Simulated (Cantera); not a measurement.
An isothermal, constant-pressure homogeneous reactor starts with CH4 : H2 = 0.019 : 1 (molar parts), at 1900 K and 9.75 Torr.

Model: GRI-Mech 3.0 (53 species, 325 reactions), integrated in Cantera. GRI-Mech 3.0 stops at C3 and has no aromatics, soot or wall deposition, so with more carbon than oxygen in the feed, carbon stays in small species such as C2H2 where larger ones or solid carbon would form. Radical loss at walls, strong at low pressure, is not modelled.

x: mole fraction; the columns are a selection and need not sum to one.

```tsv
t (s)	x CH4	x H2	x C2H	x H	x C2H2	x CH2
3.00e-5	0.0186	0.981	<1e-12	2.65e-6	<1e-12	3.55e-12
0.000102	0.0186	0.981	<1e-12	1.01e-5	<1e-12	4.41e-11
0.000344	0.0186	0.981	<1e-12	3.59e-5	2.02e-11	5.69e-10
0.00116	0.0186	0.981	<1e-12	0.000123	?	6.90e-9
0.00393	0.0185	0.981	2.34e-12	0.000418	?	7.84e-8
0.0133	0.0180	0.980	8.73e-10	0.00139	?	8.01e-7
0.0451	0.0147	0.979	6.50e-8	0.00358	?	3.95e-6
0.152	0.00637	0.982	3.66e-7	0.00484	?	3.34e-6
0.516	0.00158	0.984	6.44e-7	0.00589	0.00825	1.32e-6
1.75	0.000343	0.984	7.90e-7	0.00667	0.00893	3.78e-7
5.91	8.81e-5	0.984	8.34e-7	0.00693	0.00907	1.06e-7
20.0	3.82e-5	0.984	8.39e-7	0.00695	0.00910	4.61e-8
```

Question: Complete the blanks.

Answer: 
- 0.00116, x C2H2: 2.76e-9
- 0.00393, x C2H2: 4.21e-7
- 0.0133, x C2H2: 4.71e-5
- 0.0451, x C2H2: 0.00136
- 0.152, x C2H2: 0.00568
